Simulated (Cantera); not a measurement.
An isothermal, constant-pressure homogeneous reactor starts with CH4 : H2 = 1 : 67 (molar parts), at 1425 K and 0.0263 atm. Integrator tolerance rtol = 1e-08.

Detailed kinetics in Cantera: GRI-Mech 3.0 (53 species, 325 reactions). GRI-Mech 3.0 stops at C3 and has no aromatics, soot or wall deposition, so with more carbon than oxygen in the feed, carbon stays in small species such as C2H2 where larger ones or solid carbon would form. Radical loss at walls, strong at low pressure, is not modelled.

### Question
What does this change do: temperature 1425 to 1825 K?

### Answer
| quantity | before | after |
|---|---|---|
| x(CH4) at 3.00 s | 0.0146 (gas-phase equilibrium 0.00379) | 0.000580 (gas-phase equilibrium 0.000107) |
| x(H2) at 3.00 s | 0.985 (gas-phase equilibrium 0.991) | 0.990 (gas-phase equilibrium 0.990) |
| x(C2H6) at 3.00 s | 1.93e-7 (gas-phase equilibrium 3.61e-8) | 2.25e-9 (gas-phase equilibrium 1.11e-10) |
| x(C2H) at 3.00 s | 1.70e-12 (gas-phase equilibrium 2.58e-10) | 1.82e-7 (gas-phase equilibrium 1.90e-7) |
| x(C2H4) at 3.00 s | 4.47e-6 (gas-phase equilibrium 8.67e-5) | 3.65e-6 (gas-phase equilibrium 3.71e-6) |
| x(CH2) at 3.00 s | 3.19e-10 (gas-phase equilibrium 1.02e-10) | 9.76e-8 (gas-phase equilibrium 1.84e-8) |
| x(CH3) at 3.00 s | 1.12e-5 (gas-phase equilibrium 3.22e-6) | 3.16e-5 (gas-phase equilibrium 5.87e-6) |
